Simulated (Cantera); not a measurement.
A jet of 2.94 % H₂, 19.6 % O₂, 77.5 % N₂, equivalence ratio 0.075 at 300 K and 29.3 Torr hits a platinum plate 3.3 cm away at a mass flux of 0.025 kg/m²/s; the plate temperature is set and raised in steps from an oxygen-covered start.

Computed with Cantera and Deutschmann's 1995 Pt surface mechanism with GRI-Mech 3.0 gas chemistry. Catalytic surfaces can have several steady states; this one follows from the mechanism file's or the stated starting coverage.

One state of this run: wall x H₂ = 0.00174; wall x O₂ = 0.168; wall x H₂O = 0.0515; wall x OH = 6.84e-8; θ free Pt = 0.223; θ O* = 0.776; θ OH* = 0.00125. x: mole fraction at the wall; θ: surface coverage.

Question: Which value of plate T (K) does it belong to?
(A) 900
(B) 650
(C) 950
(D) 800

Answer: A, 900
